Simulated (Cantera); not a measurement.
A perfectly stirred reactor is fed with C2H6 : H2 = 1 : 1.2 (molar parts), at 0.000276 atm; it is held at 1775 K, and followed from long to short residence time.

Detailed kinetics in Cantera: GRI-Mech 3.0 (53 species, 325 reactions). GRI-Mech 3.0 stops at C3 and has no aromatics, soot or wall deposition, so with more carbon than oxygen in the feed, carbon stays in small species such as C2H2 where larger ones or solid carbon would form. Radical loss at walls, strong at low pressure, is not modelled.

Task: What does this change do: H2 1.2 to 3.3 parts?

Result: 
| quantity | before | after |
|---|---|---|
| x(C2H6) at τ = 1.60 s | 0.000598 | 0.000377 |
| x(H2) at τ = 1.60 s | 0.690 | 0.787 |
| x(H) at τ = 1.60 s | 0.00504 | 0.00526 |
| x(CH4) at τ = 1.60 s | 0.0794 | 0.0661 |
| x(C2H) at τ = 1.60 s | 1.20e-5 | 6.82e-6 |
| x(C2H6) at τ = 18.0 ms | 0.0462 | 0.0260 |
| x(H2) at τ = 18.0 ms | 0.508 | 0.684 |
| x(H) at τ = 18.0 ms | 0.00623 | 0.00707 |
| x(CH4) at τ = 18.0 ms | 0.209 | 0.158 |
| x(C2H) at τ = 18.0 ms | 6.46e-6 | 2.62e-6 |

Task: What does this change do: temperature 1775 to 1700 K?

Result: 
| quantity | before | after |
|---|---|---|
| x(C2H6) at τ = 1.60 s | 0.000598 | 0.00104 |
| x(H2) at τ = 1.60 s | 0.690 | 0.672 |
| x(H) at τ = 1.60 s | 0.00504 | 0.00371 |
| x(CH4) at τ = 1.60 s | 0.0794 | 0.104 |
| x(C2H) at τ = 1.60 s | 1.20e-5 | 6.18e-6 |
| x(C2H6) at τ = 18.0 ms | 0.0462 | 0.0760 |
| x(H2) at τ = 18.0 ms | 0.508 | 0.499 |
| x(H) at τ = 18.0 ms | 0.00623 | 0.00430 |
| x(CH4) at τ = 18.0 ms | 0.209 | 0.207 |
| x(C2H) at τ = 18.0 ms | 6.46e-6 | 2.17e-6 |
